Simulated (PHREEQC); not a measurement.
Solution (25 °C): 0.17 mol/kgw KOH. It is in equilibrium with CO2 at log p = -1 (atm). Otherwise closed; pH follows from the charge balance.

The numbers come from PHREEQC with the Pitzer model, pitzer.dat.

```json
{
 "pH": "7.89",
 "ionic_strength": "0.172 mol/kgw",
 "activity_of_water": "0.994",
 "specific_conductance": "16100 µS/cm",
 "density": "1.008 g/cm³",
 "osmotic_coefficient": "0.915",
 "total_alkalinity": "170 meq/kg"
}
```

```tsv
species	molality	activity	log γ
K+	0.170	0.125	-0.134
HCO3-	0.167	0.120	-0.142
CO2	0.00334	0.00340	0.007
CO3-2	0.00160	0.000430	-0.570
OH-	1.04e-6	7.86e-7	-0.121
H+	1.85e-8	1.28e-8	-0.160
```

This is a speciation only: nothing precipitates in the calculation.
